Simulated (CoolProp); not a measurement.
Vapour-liquid equilibrium of n-butane (1) + benzene (2) at 292.2 K; x and y are mole fractions of (1).

Computed with CoolProp (multi-fluid Helmholtz-energy mixture model, Bücker 2006 and Thol 2012; pair parameters Bell 2016).

### Question
Give the bubble pressure and the first vapour's composition at x = 0.2, 0.65, 0.8. Is there an azeotrope?

### Answer
x = 0.2: 62.36 kPa, y = 0.873; x = 0.65: 146.9 kPa, y = 0.969; x = 0.8: 168.3 kPa, y = 0.981. No azeotrope shows between x = 0.05 and 0.95.

Pair parameters are fitted to limited data, so mixtures are less certain than the pure fluids.
